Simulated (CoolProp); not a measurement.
The fluid at 375.15 K and 8.74 MPa is throttled through a valve to 0.716 MPa with no heat exchange. The same conditions are run with several fluids, on thermodynamics alone (safety and materials aside).

Computed with CoolProp (reference Helmholtz-energy equation of state of each fluid (R143a: Lemmon and Jacobsen 2000; ethylene: Smukala 2000; R407C: Lemmon 2003; R507A: Lemmon 2003; CF4 (R14): Platzer 1990)). The equations of Platzer and Polt are older, rougher fits. Blends and air are pseudo-pure fits.

| fluid | temperature change (K) | final phase | final density (kg/m³) |
|---|---|---|---|
| R143a | -97.3 | two-phase, vapour fraction 0.907 | 34.8 |
| ethylene | -54.6 | gas | 7.79 |
| R407C | -90.2 | two-phase, vapour fraction 0.758 | 39.9 |
| R507A | -97.6 | two-phase, vapour fraction 0.963 | 38.4 |
| CF4 (R14) | -24.5 | gas | 21.9 |
